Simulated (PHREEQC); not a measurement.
Consider water at 80 °C with 3.6 mol H2SO4 and 1.1 mol KCl per kg of water. Closed to the air; pH follows from the charge balance.

All values are PHREEQC results (Pitzer model, pitzer.dat), not measurements.

| Property | Value |
|---|---|
| pH | -1.34 |
| ionic strength | 4.91 mol/kgw |
| activity of water | 0.780 |
| density | 1.176 g/cm³ |
| osmotic coefficient | 1.454 |
| total alkalinity | -7200 meq/kg |

```json
[
 {"species": "H+", "molality": "3.70", "activity": "21.9", "log γ": "0.771"},
 {"species": "HSO4-", "molality": "3.50", "activity": "2.38", "log γ": "-0.167"},
 {"species": "Cl-", "molality": "1.10", "activity": "0.661", "log γ": "-0.221"},
 {"species": "K+", "molality": "1.10", "activity": "0.719", "log γ": "-0.185"},
 {"species": "SO4-2", "molality": "0.102", "activity": "0.000219", "log γ": "-2.670"}
]
```

No solid was allowed to form. In brines, pH and single-ion activities rest on the MacInnes convention. Constants without temperature data keep their 25 °C values here.
